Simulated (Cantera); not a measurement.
Mixture: H2 : O2 : N2 : H2O = 1 : 0.806 : 3.03 : 0.23 (molar parts), equivalence ratio 0.62, at 683 Torr, adiabatic and at constant volume. Ignition delay is the time to a rise of 400 K.

Computed with Cantera and GRI-Mech 3.0 (53 species, 325 reactions). Where the delays flatten at high temperature, the 400 K rule measures the pace of heat release, not the induction time.

Q: What does this change do: pressure from 683 Torr to 3600 Torr?

A: 
| quantity | before | after |
|---|---|---|
| delay at 975 K | 7.03 ms | 29.2 ms |
| delay at 1125 K | 89.6 µs | 0.607 ms |
| delay at 1275 K | 38.4 µs | 10.5 µs |
| delay at 1425 K | 23.8 µs | 4.23 µs |
The hydrogen kinetics of GRI-Mech 3.0 are dated; newer H2 mechanisms differ, most at raised pressure.

Q: What does this change do: constant pressure in place of constant volume?

A: 
```
quantity          before    after
---------------  -------  -------
delay at 975 K   7.03 ms  7.07 ms
delay at 1125 K  89.6 µs  93.9 µs
delay at 1275 K  38.4 µs  42.1 µs
delay at 1425 K  23.8 µs  28.2 µs
```
